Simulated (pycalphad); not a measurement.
CALPHAD calculation (pycalphad, COST 507 light-alloy database (1999)), 1 atm. The database dates from 1999; later assessments differ in places, in temperatures and in the compounds included. The system is extrapolated from its subsystems; higher-order compounds may be missing. Amounts are mole fractions of atoms.

### Question
Give the equilibrium state of Si-15.71Sn-64.71Al (wt.%) at 550 K.

### Answer
fcc, fraction 0.742, with 0.04 Sn, 99.92 Al wt.%; diamond (Si), fraction 0.216, with <0.01 Sn, <0.01 Al wt.%; liquid, fraction 0.042, with 99.19 Sn, 0.81 Al wt.%.

### Question
Give the equilibrium state of Si-15.71Sn-64.71Al (wt.%) at 925 K.

### Answer
```
T = 925.00 K, P = 101325 Pa, N = 1 mol of atoms
G = -38037 J/mol, H = 32210 J/mol, S = 75.94 J/(mol K)  (SER reference)
chemical potentials (J/mol): Si -26908, Sn -72893, Al -39350
phase             fraction      x(Si)      x(Sn)      x(Al)
LIQUID              0.9291     0.1562     0.0441     0.7997
DIAMOND_A4          0.0709     1.0000   1.63e-07   2.56e-06
```

DIAMOND_A4 is diamond (Si).
